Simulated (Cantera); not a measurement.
Feed: 1 mol MgO, 0.96 mol CH₄, 0.87 mol CO, held at 7.50 Torr.

These are equilibrium values from Cantera (NASA tables, ideal gas, pure condensed phases), not measurements of a reactor. Candidate condensed phases: C, C₆H₆, C₇H₈, C₈H₁₈, H₂O, Mg, MgCO₃, MgO, Mg(OH)₂; 116 gas species. The numbers say what is thermodynamically allowed, not how fast it happens.

Question: Which condensed phases are stable at each of these points (T (K)): 898, 973, 1048, 1123, 1198, 1273, 1348, 1423, 1498, 1573, 1648, 1723, 1798?

Answer: 
```
T (K)      condensed phases  Mg condensed (%)
-----  --------------------  ----------------
898    C(graphite) + MgO(s)             100.0
973    C(graphite) + MgO(s)             100.0
1048   C(graphite) + MgO(s)             100.0
1123   C(graphite) + MgO(s)             100.0
1198   C(graphite) + MgO(s)             100.0
1273   C(graphite) + MgO(s)             100.0
1348   C(graphite) + MgO(s)             100.0
1423   C(graphite) + MgO(s)              99.6
1498   C(graphite) + MgO(s)              95.0
1573   C(graphite) + MgO(s)              35.9
1648                 MgO(s)               4.0
1723                 MgO(s)               4.0
1798                 MgO(s)               3.9
```

From 898 K to 1573 K the condensed part is C(graphite) + MgO(s). From 1648 K to 1798 K the condensed part is MgO(s).
